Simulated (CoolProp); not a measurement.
Vapour-liquid equilibrium of R22 (1) + C3F8 (R218) (2) at 7.48 bar; x and y are mole fractions of (1).

Model: multi-fluid Helmholtz-energy mixture model, Kamei 1995 and Lemmon 2006; pair parameters Bell 2016, in CoolProp.

Problem. Give the bubble temperature and the first vapour's composition at x = 0.05, 0.8, 0.95. Is there an azeotrope?

Solution. x = 0.05: 290.0 K, y = 0.103; x = 0.8: 280.4 K, y = 0.724; x = 0.95: 283.8 K, y = 0.896. y crosses x between x = 0.5 and 0.65: the model has an azeotrope there.

The pair parameters rest on a limited set of measurements; away from them the model extrapolates.
